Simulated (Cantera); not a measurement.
Equilibrium for boron, boron nitride and boron oxide: B2O3 + NH3 + H2

Charge: 1 mol B2O3, 1.6 mol NH3, 120 mol H2, held at 2075 K.

Cantera equilibrium calculation (NASA polynomials, part measured and part estimated; ideal gas, pure solids and liquids). Candidate condensed phases: B, BN, B2O3, B3O3H3, H2O; 39 gas species. The numbers say what is thermodynamically allowed, not how fast it happens.

```csv
P (Pa),x H2,x H,x HBO,x BO,x N2,x H2O
10,0.745,0.230,0.00229,0.00955,0.00567,0.00468
37,0.847,0.127,0.00384,0.00783,0.00600,0.00438
140,0.907,0.0678,0.00558,0.00565,0.00620,0.00394
520,0.939,0.0358,0.00710,0.00366,0.00631,0.00359
1900,0.956,0.0189,0.00821,0.00220,0.00637,0.00335
7200,0.965,0.00975,0.00895,0.00122,0.00641,0.00320
27000,0.970,0.00505,0.00938,0.000661,0.00642,0.00312
100000,0.973,0.00263,0.00961,0.000351,0.00643,0.00308
```
x: gas mole fraction; nothing condenses.

From 10.0 Pa to 100000 Pa nothing is condensed. The main B-bearing gas is BO at 10.0 Pa and HBO at 100000 Pa.
